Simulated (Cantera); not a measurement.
## Ignition delay

Mixture: 7.89 % CH₄, 1.66 % CO, 16.8 % O₂, 70.4 % N₂, 3.23 % CO₂, equivalence ratio 0.99, at 3.90 bar, adiabatic and at constant volume. Ignition delay is the time to a rise of 400 K.

Computed with Cantera and GRI-Mech 3.0 (53 species, 325 reactions).

```json
[
 {"T0 (K)": "1075", "delay (ms)": "111"},
 {"T0 (K)": "1125", "delay (ms)": "50.6"},
 {"T0 (K)": "1175", "delay (ms)": "24.2"},
 {"T0 (K)": "1225", "delay (ms)": "12.0"},
 {"T0 (K)": "1275", "delay (ms)": "6.22"},
 {"T0 (K)": "1325", "delay (ms)": "3.32"},
 {"T0 (K)": "1375", "delay (ms)": "1.83"},
 {"T0 (K)": "1425", "delay (ms)": "1.03"},
 {"T0 (K)": "1475", "delay (ms)": "0.600"},
 {"T0 (K)": "1525", "delay (ms)": "0.359"}
]
```

apparent activation energy between 1425 and 1525 K: 190 kJ/mol
